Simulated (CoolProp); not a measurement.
A closed Brayton cycle with carbon dioxide: compressor inlet 313.15 K and 8.3 MPa, high pressure 23.8 MPa, turbine inlet 835 K, compressor efficiency 0.89, turbine efficiency 0.9, recuperator effectiveness 0 (on enthalpy, no pinch check). Each further row changes one setting.

The numbers come from the reference Helmholtz-energy equation of state, Span 1996 in CoolProp.

```tsv
case	thermal efficiency (%)	net work (kJ/kg)	compressor to turbine work	compressor exit (K)	turbine exit (K)
as stated	16.1	99.2	0.29	382.7	708.6
turbine inlet 785 K	___	89.7	___	382.7	663.1
compressor inlet 323.15 K	15.6	88.4	0.36	408.3	708.6
high pressure 20.2 MPa	13.8	86.9	___	371.8	___
recuperator effectiveness 0.5	___	99.2	0.29	382.7	708.6
```

Q: What belongs in the gaps?

A: 
- turbine inlet 785 K, thermal efficiency (%): 16.2
- turbine inlet 785 K, compressor to turbine work: 0.31
- high pressure 20.2 MPa, compressor to turbine work: 0.27
- high pressure 20.2 MPa, turbine exit (K): 727.7
- recuperator effectiveness 0.5, thermal efficiency (%): 23.1
